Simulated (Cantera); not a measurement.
Feed: 1 mol BF3, a varied amount of H2O, 150 mol N2, at 0.160 bar.

Equilibrium computed with Cantera from the NASA thermochemical tables; the gas is ideal and each condensed phase is pure. Candidate condensed phases: B, BN, B2O3, B3O3H3, H2O; 62 gas species. The tables' values for BF2 are old estimates. Gases not in the tables: H3BO3. The numbers say what is thermodynamically allowed, not how fast it happens.

Stable condensed phases, one row left out:

```
T in K \ n(H2O) in mol
         0.098  0.17  0.28  0.47  0.79   1.3   2.2   3.7   6.3    11
   2398      A     A     A     A     A     A     A     A     A     A
   2298      A     A     A     A     A     A     A     A     A     A
   2198      A     A     A     A     A     A     A     A     A     A
   2098      A     A     A     A     A     A     A     A     A     A
   1998      A     A     A     A     A     A     A     A     A     A
   1898      A     A     A     A     A     A     A     A     A     A
   1798      A     A     A     A     A     A     A     A     A     A
   1698      A     A     A     A     A     A     A     A     A     A
   1598      A     A     A     A     A     A     A     A     A     A
   1498      A     A     A     A     A     A     A     A     A     A
   1398      A     A     A     A     A     A     A     A     A     A
   1298      A     A     A     A     A     A     B     B     B     B
   1098      A     A     A     B     B     B     B     B     B     B
```

A: gas only; B: B2O3.

Question: Give the row for 1198 K.

Answer: 0.098: gas only; 0.17: gas only; 0.28: gas only; 0.47: gas only; 0.79: B2O3; 1.3: B2O3; 2.2: B2O3; 3.7: B2O3; 6.3: B2O3; 11: B2O3.
